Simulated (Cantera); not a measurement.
Charge: 1 mol SiO2, 0.65 mol H2, 0.076 mol H2O, at 0.255 Torr.

Method: chemical equilibrium by Gibbs-energy minimisation in Cantera with the NASA 1993 tables (ideal gas, pure condensed phases). Candidate condensed phases: H2O, Si, SiO2; 18 gas species. The tables hold silica as quartz up to 1696 K and as liquid above; real silica turns to tridymite and cristobalite and melts near 1996 K. Equilibrium is a limit: real reactors are often held back by kinetics, nucleation or transport.

Which condensed phases are stable at each of these points (T (°C)): 1227, 1277, 1327, 1377, 1427, 1477, 1527, 1577?


```csv
T (°C),condensed phases,Si condensed (%)
1227,SiO2(β-quartz),100.0
1277,SiO2(β-quartz),100.0
1327,SiO2(β-quartz),100.0
1377,SiO2(β-quartz),99.8
1427,SiO2(condensed),99.5
1477,SiO2(condensed),98.7
1527,SiO2(condensed),97.1
1577,SiO2(condensed),94.2
```

From 1227 °C to 1377 °C the condensed part is SiO2(β-quartz). From 1427 °C to 1577 °C the condensed part is SiO2(condensed).
